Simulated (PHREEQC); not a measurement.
**Phosphoric acid bath: an equilibrium model**

A solution holds 0.015 mol/kgw NaH2PO4 and 9.4e-05 mol/kgw HNO3, at 35 °C. Closed to the air; pH follows from the charge balance.

Computed with PHREEQC (ion-association model, phreeqc.dat).

The pH comes out as 4.40 and the ionic strength is 0.0151 mol/kgw. The specific conductance comes out as 1420 µS/cm and the total alkalinity comes out as -0.0940 meq/kg.

```json
[
 {"species": "Na+", "molality": "0.0150", "activity": "0.0133", "log γ": "-0.053"},
 {"species": "H2PO4-", "molality": "0.0149", "activity": "0.0132", "log γ": "-0.052"},
 {"species": "NO3-", "molality": "9.40e-5", "activity": "8.25e-5", "log γ": "-0.057"},
 {"species": "H3PO4", "molality": "8.61e-5", "activity": "8.64e-5", "log γ": "0.002"},
 {"species": "H+", "molality": "4.41e-5", "activity": "3.96e-5", "log γ": "-0.047"},
 {"species": "HPO4-2", "molality": "3.55e-5", "activity": "2.18e-5", "log γ": "-0.212"},
 {"species": "NaHPO4-", "molality": "6.36e-7", "activity": "5.64e-7", "log γ": "-0.052"}
]
```

Precipitation was switched off in this run. Complexes and solids missing from the database can't appear.
